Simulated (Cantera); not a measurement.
**NO annealing gas**

A perfectly stirred reactor is fed with 11.2 % NO, 88.8 % N₂, at 1.00 bar; it is held at 1900 K, and followed from long to short residence time.

Model: GRI-Mech 3.0 (53 species, 325 reactions), integrated in Cantera.

| τ (s) | x NO | x NO₂ | x O | x N₂O | x N₂ | x O₂ |
|---|---|---|---|---|---|---|
| 0.40 | 0.106 | 3.23e-5 | 2.10e-5 | 5.10e-6 | 0.891 | 0.00319 |
| 0.20 | 0.109 | 2.73e-5 | 1.73e-5 | 5.40e-6 | 0.889 | 0.00160 |
| 0.096 | 0.111 | 2.37e-5 | 1.49e-5 | 5.55e-6 | 0.888 | 0.000756 |
| 0.047 | 0.112 | 2.15e-5 | 1.35e-5 | 5.58e-6 | 0.888 | 0.000359 |
| 0.023 | 0.112 | 1.99e-5 | 1.25e-5 | 5.52e-6 | 0.888 | 0.000166 |
| 0.011 | 0.112 | 1.81e-5 | 1.14e-5 | 5.34e-6 | 0.888 | 7.00e-5 |
| 0.0055 | 0.112 | 1.57e-5 | 9.94e-6 | 4.99e-6 | 0.888 | 2.77e-5 |
| 0.0027 | 0.112 | 1.19e-5 | 7.67e-6 | 4.39e-6 | 0.888 | 8.54e-6 |
| 0.0013 | 0.112 | 7.11e-6 | 4.79e-6 | 3.50e-6 | 0.888 | 1.80e-6 |
| 0.00065 | 0.112 | 3.48e-6 | 2.57e-6 | 2.51e-6 | 0.888 | 3.25e-7 |
| 0.00032 | 0.112 | 1.47e-6 | 1.28e-6 | 1.59e-6 | 0.888 | 5.81e-8 |
x: mole fraction; the columns are a selection and need not sum to one.
